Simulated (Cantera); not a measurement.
Input: 1 mol PbCl2, 0.53 mol HCl, 0.32 mol H2, at 0.210 Pa.

Equilibrium computed with Cantera from the NASA thermochemical tables; the gas is ideal and each condensed phase is pure. Candidate condensed phases: Pb, PbCl2; 10 gas species. The numbers say what is thermodynamically allowed, not how fast it happens. All values below are at 1527 °C.

Base state: Cl 0.423, Pb 0.268, HCl 0.262, H 0.0290, H2 0.0137, PbCl 0.00393 (mole fractions); condensed: gas only.

**Question.** What changes in the equilibrium state with this change: pressure from 0.210 Pa to 133 Pa?

**Answer.** 
```
species   before     after
-------  -------  --------
HCl        0.262     0.462
PbCl     0.00393     0.238
Cl         0.423     0.140
PbCl2    6.31e-6    0.0806
H         0.0290  0.000243
H2        0.0137  0.000612
Pb         0.268    0.0773
PbCl4      <1e-9   5.58e-5
Cl2      3.76e-6  0.000263
```
The tables' values for PbCl4 are old estimates; treat these amounts as uncertain.

**Question.** What changes in the equilibrium state with this change: pressure from 0.210 Pa to 28000 Pa?

**Answer.** 
```csv
species,before,after
HCl,0.262,0.512
PbCl2,6.31e-6,0.222
PbCl,0.00393,0.221
Cl,0.423,0.00199
Pb,0.268,0.0240
H,0.0290,9.02e-5
H2,0.0137,0.0178
PbCl4,<1e-9,0.00136
Cl2,3.76e-6,1.11e-5
```
The tables' values for PbCl4 are old estimates; treat these amounts as uncertain.
